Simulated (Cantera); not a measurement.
What does this Cantera script print?

```python
import numpy as np
import cantera as ct

gas_names = [...]  # 95 gases of nasa_gas.yaml made of C, F, H
cond_names = """
    C(gr) C6H6(L) C7H8(L) C8H18(L),n-octa
""".split()


# ... load() reads the species with a 1 bar reference pressure and builds the phases ...
atoms = {
    'CH2F2': {'C': 1, 'H': 2, 'F': 2},
    'H2': {'H': 2},
}
top_T = {'C(gr)': 4500}  # K; cautious upper limits of use, not melting points


# ... equilibrate(T, P, feed) seeds the gas with the atoms and calls Mixture.equilibrate('TP', solver="vcs", rtol=1e-11, max_steps=5000) ...
results = []
feed = {'CH2F2': 1, 'H2': 0.18}  # mol
P = 3.4  # Pa
for T in [2150, 2250, 2350, 2450, 2550, 2650, 2750, 2850, 2950, 3050, 3150, 3250]:
    mix = equilibrate(T, P, feed)
    results.append((T, P, feed, dict(zip(mix.species_names, mix.species_moles))))
    x = sorted(zip(gas.X, gas.species_names), reverse=True)
    print(f"T = {T:g} K  P = {P:g} Pa  gas = {mix.phase_moles(0):.4g} mol")
    print("   x: " + "  ".join(f"{s} {v:.3e}" for v, s in x if v > 1e-06))
    print("   condensed (mol): " + ("  ".join(f"{mix.phase(i).name} {mix.phase_moles(i):.4g}"
          for i in range(1, mix.n_phases) if mix.phase_moles(i) > 1e-12) or "none"))
```

Result:

```
T = 2150 K  P = 3.4 Pa  gas = 2.312 mol
   x: HF 8.620e-01  H 1.113e-01  H2 2.366e-02  F 2.938e-03  C2H2,acetylene 4.583e-05  CF 2.708e-05  C3 2.519e-05  C 1.808e-05  C2H 6.473e-06  C2 2.181e-06
   condensed (mol): C(gr) 0.9995
T = 2250 K  P = 3.4 Pa  gas = 2.356 mol
   x: HF 8.387e-01  H 1.390e-01  H2 1.190e-02  F 9.930e-03  C3 1.911e-04  CF 1.371e-04  C 1.071e-04  C2H2,acetylene 3.984e-05  C2H 1.846e-05  C2 1.683e-05  CF2 2.645e-06
   condensed (mol): C(gr) 0.9977
T = 2350 K  P = 3.4 Pa  gas = 2.424 mol
   x: HF 7.944e-01  H 1.669e-01  F 3.004e-02  H2 6.088e-03  C3 1.214e-03  CF 5.991e-04  C 5.452e-04  C2 1.088e-04  C2H 4.707e-05  C2H2,acetylene 3.359e-05  CF2 1.063e-05  C5 1.806e-06
   condensed (mol): C(gr) 0.9874
T = 2450 K  P = 3.4 Pa  gas = 2.569 mol
   x: HF 7.030e-01  H 2.081e-01  F 7.337e-02  C3 6.606e-03  H2 3.649e-03  C 2.427e-03  CF 2.047e-03  C2 6.030e-04  C2H 1.170e-04  C2H2,acetylene 3.183e-05  CF2 2.973e-05  C5 1.575e-05  C4 3.339e-06  CH 1.168e-06
   condensed (mol): C(gr) 0.9334
T = 2550 K  P = 3.4 Pa  gas = 2.902 mol
   x: HF 5.439e-01  H 2.641e-01  F 1.399e-01  C3 3.133e-02  C 9.602e-03  CF 5.310e-03  C2 2.914e-03  H2 2.438e-03  C2H 2.799e-04  C5 1.154e-04  CF2 5.368e-05  C2H2,acetylene 3.242e-05  C4 2.368e-05  CH 2.976e-06  C2HF 1.395e-06
   condensed (mol): C(gr) 0.6631
T = 2650 K  P = 3.4 Pa  gas = 3.531 mol
   x: HF 3.458e-01  H 3.189e-01  F 2.116e-01  C3 7.536e-02  C 2.841e-02  CF 8.853e-03  C2 8.605e-03  H2 1.574e-03  C2H 4.180e-04  C5 2.864e-04  C4 6.875e-05  CF2 5.331e-05  C2H2,acetylene 2.130e-05  CH 5.677e-06  C2HF 1.239e-06
   condensed (mol): none
T = 2750 K  P = 3.4 Pa  gas = 4.004 mol
   x: H 3.799e-01  F 2.835e-01  HF 2.072e-01  C3 5.475e-02  C 5.326e-02  C2 1.104e-02  CF 8.891e-03  H2 1.049e-03  C2H 2.851e-04  C5 1.009e-04  C4 4.088e-05  CF2 3.022e-05  CH 7.083e-06  C2H2,acetylene 6.789e-06
   condensed (mol): none
T = 2850 K  P = 3.4 Pa  gas = 4.485 mol
   x: H 4.177e-01  F 3.314e-01  HF 1.070e-01  C 8.967e-02  C3 3.359e-02  C2 1.225e-02  CF 7.459e-03  H2 6.272e-04  C2H 1.644e-04  C5 2.786e-05  C4 1.957e-05  CF2 1.327e-05  CH 7.629e-06  C2H2,acetylene 1.803e-06
   condensed (mol): none
T = 2950 K  P = 3.4 Pa  gas = 4.881 mol
   x: H 4.323e-01  F 3.540e-01  C 1.311e-01  HF 5.051e-02  C3 1.549e-02  C2 1.092e-02  CF 5.257e-03  H2 3.482e-04  C2H 7.545e-05  CH 6.966e-06  C4 6.460e-06  C5 4.948e-06  CF2 4.721e-06
   condensed (mol): none
T = 3050 K  P = 3.4 Pa  gas = 5.133 mol
   x: H 4.358e-01  F 3.629e-01  C 1.621e-01  HF 2.356e-02  C2 7.377e-03  C3 4.898e-03  CF 3.167e-03  H2 1.914e-04  C2H 2.675e-05  CH 5.417e-06  CF2 1.447e-06  C4 1.298e-06
   condensed (mol): none
T = 3150 K  P = 3.4 Pa  gas = 5.257 mol
   x: H 4.374e-01  F 3.674e-01  C 1.768e-01  HF 1.135e-02  C2 4.078e-03  CF 1.740e-03  C3 1.188e-03  H2 1.084e-04  C2H 8.059e-06  CH 3.810e-06
   condensed (mol): none
T = 3250 K  P = 3.4 Pa  gas = 5.31 mol
   x: H 4.386e-01  F 3.700e-01  C 1.823e-01  HF 5.691e-03  C2 2.115e-03  CF 9.393e-04  C3 2.702e-04  H2 6.347e-05  CH 2.602e-06  C2H 2.363e-06
   condensed (mol): none
```

Method: chemical equilibrium by Gibbs-energy minimisation in Cantera with the NASA 1993 tables (ideal gas, pure condensed phases).
